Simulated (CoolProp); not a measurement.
The fluid at 293.15 K and 0.232 MPa expands adiabatically to 0.0219 MPa with isentropic efficiency 0.8. The same conditions are run with several fluids, on thermodynamics alone (safety and materials aside).

The numbers come from the reference Helmholtz-energy equation of state of each fluid (ammonia: Gao 2020; carbon monoxide: Lemmon 2006; ethane: Bücker 2006; fluoroethane (R161): Wu 2012; dry air: Lemmon 2000) in CoolProp. Blends and air are pseudo-pure fits.

```csv
fluid,work (kJ/kg),final temperature (K),final phase,final density (kg/m³)
ammonia,212,[?],"two-phase, vapour fraction 0.959",0.222
carbon monoxide,119,[?],gas,0.415
ethane,124,212.2,gas,0.375
fluoroethane (R161),[?],[?],gas,[?]
dry air,115,177.8,gas,0.430
```

### Question
Fill in the missing entries.

### Answer

- ammonia, final temperature (K): 213.2
- carbon monoxide, final temperature (K): 177.9
- fluoroethane (R161), work (kJ/kg): 78.2
- fluoroethane (R161), final temperature (K): 218.4
- fluoroethane (R161), final density (kg/m³): 0.585
